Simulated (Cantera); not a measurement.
A freely propagating, adiabatic, planar premixed flame of H2 : O2 : N2 = 1 : 0.179 : 0.671 (molar parts), equivalence ratio 2.8, unburnt at 675 K and 19000 Pa; mixture-averaged transport, grid criteria slope 0.08 and curve 0.16, no radiation.

Detailed kinetics in Cantera: the H2/O2 subset of GRI-Mech 3.0, which has no nitrogen chemistry. Burning velocities carry a grid error of a few per cent, more on coarse grids.

**Question.** How do the results move with these cheaper or finer settings: unity-Lewis-number transport; multicomponent transport; multicomponent+Soret transport; grid criteria slope 0.5, curve 1; grid criteria slope 0.25, curve 0.5; grid criteria slope 0.03, curve 0.06?

**Answer.** 
```json
[
 {"setting": "as above", "laminar burning velocity": "847 cm/s", "thermal thickness": "4.37 mm", "peak x(OH)": "0.00222", "peak x(O)": "0.00289", "grid points": "140"},
 {"setting": "unity-Lewis-number transport", "laminar burning velocity": "527 cm/s", "thermal thickness": "3.92 mm", "peak x(OH)": "0.00215", "peak x(O)": "0.00191", "grid points": "131"},
 {"setting": "multicomponent transport", "laminar burning velocity": "824 cm/s", "thermal thickness": "4.40 mm", "peak x(OH)": "0.00221", "peak x(O)": "0.00279", "grid points": "140"},
 {"setting": "multicomponent+Soret transport", "laminar burning velocity": "806 cm/s", "thermal thickness": "4.35 mm", "peak x(OH)": "0.00220", "peak x(O)": "0.00279", "grid points": "140"},
 {"setting": "grid criteria slope 0.5, curve 1", "laminar burning velocity": "1020 cm/s", "thermal thickness": "6.84 mm", "peak x(OH)": "0.00221", "peak x(O)": "0.00230", "grid points": "59"},
 {"setting": "grid criteria slope 0.25, curve 0.5", "laminar burning velocity": "951 cm/s", "thermal thickness": "5.30 mm", "peak x(OH)": "0.00230", "peak x(O)": "0.00267", "grid points": "83"},
 {"setting": "grid criteria slope 0.03, curve 0.06", "laminar burning velocity": "824 cm/s", "thermal thickness": "4.18 mm", "peak x(OH)": "0.00217", "peak x(O)": "0.00292", "grid points": "308"}
]
```
Unity Lewis numbers drop preferential diffusion, which matters most where H2 and H carry the flame; Soret adds thermal diffusion.
